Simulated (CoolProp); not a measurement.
Model: reference Helmholtz-energy equation of state, Span 1996, in CoolProp.

Give the vapour pressure (kPa), enthalpy of vaporisation (kJ/kg), liquid cp (kJ/(kg K)), liquid viscosity (µPa s) of saturated carbon dioxide at -44.15 °C.


```csv
T (°C),p (kPa),enthalpy of vaporisation (kJ/kg),liquid cp (kJ/(kg K)),liquid viscosity (µPa s)
-44.15,859,330,1.99,206
```

Viscosity comes from a separate model (Laesecke 2017).
